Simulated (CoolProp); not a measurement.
Model: reference Helmholtz-energy equation of state, Lemmon 2006, in CoolProp. It is a short technical equation, of lower accuracy than the large ones.

Q: For C2F6 (R116), give the phase and the cp (kJ/(kg K)), viscosity (µPa s), Prandtl number at 291.5 K and 0.101 MPa; 333 K and 0.101 MPa.

A: 
- 291.5 K and 0.101 MPa: gas; cp 0.766, viscosity 13.8, Prandtl number 0.740
- 333 K and 0.101 MPa: gas; cp 0.827, viscosity 15.7, Prandtl number 0.742

Viscosity comes from a separate model (Huber 2003), an estimate that may be off by 10 % or more. Thermal conductivity comes from a separate model (Huber 2003), an estimate that may be off by 10 % or more.
